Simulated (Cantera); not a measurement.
An adiabatic, constant-volume homogeneous reactor starts with C₂H₄ : O₂ : N₂ : CO₂ = 1 : 4.11 : 15.5 : 1.2 (molar parts), at 1250 K and 9.10 bar.

Cantera simulation using GRI-Mech 3.0 (53 species, 325 reactions); the numbers are that mechanism's predictions, not measurements. GRI-Mech 3.0 was tuned for natural gas; its chemistry of ethylene as a main component is partial and can be far from experiment.

### Question
Predict: time of steepest temperature rise; temperature at 0.300 s; equilibrium temperature; x(O₂) at 0.300 s; x(CO₂) at 0.300 s; x(OH) at 0.300 s; x(N₂O) at 0.300 s.

### Answer
```json
{
  "time_of_steepest_temperature_rise": "0.312 ms",
  "temperature at 0.300 s": "2811 K",
  "equilibrium_temperature": "2811 K",
  "x(O₂) at 0.300 s": "0.0487 (gas-phase equilibrium 0.0487)",
  "x(CO₂) at 0.300 s": "0.125 (gas-phase equilibrium 0.125)",
  "x(OH) at 0.300 s": "0.0102 (gas-phase equilibrium 0.0102)",
  "x(N₂O) at 0.300 s": "4.05e-6 (gas-phase equilibrium 4.05e-6)"
}
```
